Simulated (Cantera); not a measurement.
An adiabatic, constant-pressure homogeneous reactor starts with H2 : O2 : N2 : H2O = 1 : 1.61 : 5.32 : 1.2 (molar parts), at 1800 K and 750 Torr. Integrator tolerance rtol = 1e-08.

Model: GRI-Mech 3.0 (53 species, 325 reactions), integrated in Cantera.

What does this change do: initial temperature 1800 to 1725 K?


| quantity | before | after |
|---|---|---|
| time of steepest temperature rise | 8.58 µs | 9.83 µs |
| temperature at 0.100 s | 2394 K | 2345 K |
| equilibrium temperature | 2393 K | 2342 K |
| x(H2) at 0.100 s | 0.00248 (gas-phase equilibrium 0.00247) | 0.00190 (gas-phase equilibrium 0.00188) |
| x(O2) at 0.100 s | 0.118 (gas-phase equilibrium 0.118) | 0.120 (gas-phase equilibrium 0.119) |
| x(H2O) at 0.100 s | 0.243 (gas-phase equilibrium 0.243) | 0.245 (gas-phase equilibrium 0.246) |
| x(H) at 0.100 s | 0.000774 (gas-phase equilibrium 0.000771) | 0.000534 (gas-phase equilibrium 0.000525) |
| x(NO) at 0.100 s | 0.0121 (gas-phase equilibrium 0.0125) | 0.00991 (gas-phase equilibrium 0.0114) |
| x(O) at 0.100 s | 0.00290 (gas-phase equilibrium 0.00289) | 0.00223 (gas-phase equilibrium 0.00220) |
| x(N2O) at 0.100 s | 6.04e-7 (gas-phase equilibrium 6.07e-7) | 5.45e-7 (gas-phase equilibrium 5.54e-7) |

What does this change do: H2O 1.2 to 2 parts?


```json
[
 {"quantity": "time of steepest temperature rise", "before": "8.58 µs", "after": "9.40 µs"},
 {"quantity": "temperature at 0.100 s", "before": "2394 K", "after": "2340 K"},
 {"quantity": "equilibrium temperature", "before": "2393 K", "after": "2338 K"},
 {"quantity": "x(H2) at 0.100 s", "before": "0.00248 (gas-phase equilibrium 0.00247)", "after": "0.00243 (gas-phase equilibrium 0.00240)"},
 {"quantity": "x(O2) at 0.100 s", "before": "0.118 (gas-phase equilibrium 0.118)", "after": "0.110 (gas-phase equilibrium 0.109)"},
 {"quantity": "x(H2O) at 0.100 s", "before": "0.243 (gas-phase equilibrium 0.243)", "after": "0.307 (gas-phase equilibrium 0.307)"},
 {"quantity": "x(H) at 0.100 s", "before": "0.000774 (gas-phase equilibrium 0.000771)", "after": "0.000590 (gas-phase equilibrium 0.000580)"},
 {"quantity": "x(NO) at 0.100 s", "before": "0.0121 (gas-phase equilibrium 0.0125)", "after": "0.00870 (gas-phase equilibrium 0.0103)"},
 {"quantity": "x(O) at 0.100 s", "before": "0.00290 (gas-phase equilibrium 0.00289)", "after": "0.00208 (gas-phase equilibrium 0.00205)"},
 {"quantity": "x(N2O) at 0.100 s", "before": "6.04e-7 (gas-phase equilibrium 6.07e-7)", "after": "4.71e-7 (gas-phase equilibrium 4.80e-7)"}
]
```
